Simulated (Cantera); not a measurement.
Input: 1 mol trisilylamine, 0.4 mol NH3, 60 mol N2.

Cantera equilibrium calculation (NASA polynomials, part measured and part estimated; ideal gas, pure solids and liquids). Candidate condensed phases: Si, Si3N4; 18 gas species. The feed counts by its element totals alone. The numbers say what is thermodynamically allowed, not how fast it happens.

Question: What condenses at these points (T in K, P in Pa): (1550, 1200); (1400, 100000); (1575, 15); (1325, 140); (1350, 100000)?

Answer: 
```csv
T (K),P in Pa,condensed phases,Si condensed (%)
1550,1200,Si3N4,100.0
1400,100000,Si3N4,100.0
1575,15,Si,99.1
1325,140,Si3N4,100.0
1350,100000,Si3N4,100.0
```
